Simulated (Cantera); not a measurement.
An isothermal, constant-pressure homogeneous reactor starts with H2 : O2 = 0.047 : 1 (molar parts), at 1075 K and 0.00888 atm.

Computed with Cantera and the H2/O2 subset of GRI-Mech 3.0, which has no nitrogen chemistry. Radical loss at walls, strong at low pressure, is not modelled. The temperature is held fixed by assumption; the heat of reaction is taken as removed at once.

x: mole fraction; the columns are a selection and need not sum to one.

```tsv
t (s)	x H2	x O2	x H2O2	x O	x H	x OH	x HO2
0.000500	0.0449	0.955	<1e-12	1.14e-9	7.82e-10	7.16e-10	9.52e-10
0.00121	0.0449	0.955	1.03e-12	1.14e-8	6.02e-9	6.38e-9	2.37e-9
0.00294	0.0449	0.955	8.28e-12	1.25e-6	6.34e-7	6.86e-7	1.41e-8
0.00713	…	0.937	…	…	…	…	…
0.0173	0.000667	0.927	5.29e-8	0.0234	0.00671	0.00190	3.25e-6
0.0419	0.000433	0.937	5.51e-8	0.0153	0.00350	0.00153	2.96e-6
0.102	0.000189	0.947	5.74e-8	0.00657	0.000976	0.00100	2.31e-6
0.246	5.01e-5	0.952	5.19e-8	0.00174	0.000132	0.000516	1.34e-6
0.597	9.86e-6	0.954	3.64e-8	0.000348	1.18e-5	0.000231	5.45e-7
1.45	1.88e-6	0.954	1.97e-8	6.80e-5	1.02e-6	0.000102	1.73e-7
3.51	4.08e-7	0.954	8.99e-9	1.50e-5	1.06e-7	4.82e-5	5.01e-8
8.51	1.04e-7	0.954	3.77e-9	3.91e-6	1.41e-8	2.46e-5	1.51e-8
20.6	…	0.954	…	…	…	…	…
50.0	1.03e-8	0.954	6.20e-10	3.96e-7	4.55e-10	7.83e-6	2.05e-9
```

Question: Complete the blanks.

Answer: 
- 0.00713, x H2: 0.0175
- 0.00713, x H2O2: 2.26e-7
- 0.00713, x O: 0.0122
- 0.00713, x H: 0.00849
- 0.00713, x OH: 0.00388
- 0.00713, x HO2: 3.53e-6
- 20.6, x H2: 3.10e-8
- 20.6, x H2O2: 1.53e-9
- 20.6, x O: 1.18e-6
- 20.6, x H: 2.34e-9
- 20.6, x OH: 1.35e-5
- 20.6, x HO2: 5.09e-9
